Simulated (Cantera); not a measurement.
A closed system holds: 1 mol SiCl4, 5.6 mol NH3, 7.6 mol N2, at 998 K and 0.428 Torr.

Cantera equilibrium calculation (NASA polynomials, part measured and part estimated; ideal gas, pure solids and liquids). Candidate condensed phases: NH4Cl, Si, Si3N4; 28 gas species. Equilibrium is a limit: real reactors are often held back by kinetics, nucleation or transport.

### Question
What is the equilibrium state?

### Answer
- x(N2): 0.484
- x(H2): 0.319
- x(HCl): 0.196
- x(SiCl4): 0.000594
- x(SiCl3): 8.42e-6
- x(SiHCl3): 6.70e-6
- x(SiCl2): 2.92e-6
- n(Si3N4(s)): 0.329 mol
- gas amount: 20.13 mol
- log10 activity of Si(s) (absent): -4.84
